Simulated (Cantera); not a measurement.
Cantera with NASA thermochemical tables; ideal gases at 1 bar, condensed phases pure. Values are per mole of reaction as written; species without (g) are pure solids or liquids, kept so even where they would boil at 1 bar.

Q: Between 1523 and 2123 K, where is each reaction favourable under standard conditions?
- Si + Cl₂(g) ⇌ SiCl₂(g)
- Ca + Cl₂(g) ⇌ CaCl₂
- 0.6667 Al + Cl₂(g) ⇌ 0.6667 AlCl₃(g)

A: 
- Si + Cl₂(g) ⇌ SiCl₂(g): ΔG° is -223 kJ at 1523 K and -228 kJ at 2123 K; it stays negative (K > 1). ΔH° is -231 kJ and ΔS° -2 J/K at 2123 K.
- Ca + Cl₂(g) ⇌ CaCl₂: ΔG° is -577 kJ at 1523 K and -510 kJ at 2123 K; it stays negative (K > 1). ΔH° is -738 kJ and ΔS° -107 J/K at 2123 K.
- 0.6667 Al + Cl₂(g) ⇌ 0.6667 AlCl₃(g): ΔG° is -333 kJ at 1523 K and -306 kJ at 2123 K; it stays negative (K > 1). ΔH° is -403 kJ and ΔS° -46 J/K at 2123 K.
